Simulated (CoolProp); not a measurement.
Values from CoolProp's reference Helmholtz-energy equation of state, Thol 2017.

Question: For octamethyltrisiloxane (MDM), give the phase and the Z, cp (kJ/(kg K)), Joule-Thomson coefficient (K/MPa), isothermal compressibility (1/MPa) at 301.85 °C and 0.235 MPa; 301.85 °C and 6.32 MPa.

Answer: 
- 301.85 °C and 0.235 MPa: gas; Z 0.947, cp 2.11, Joule-Thomson coefficient 8.97, isothermal compressibility 4.51
- 301.85 °C and 6.32 MPa: supercritical; Z 0.596, cp 2.41, Joule-Thomson coefficient 0.371, isothermal compressibility 0.0245
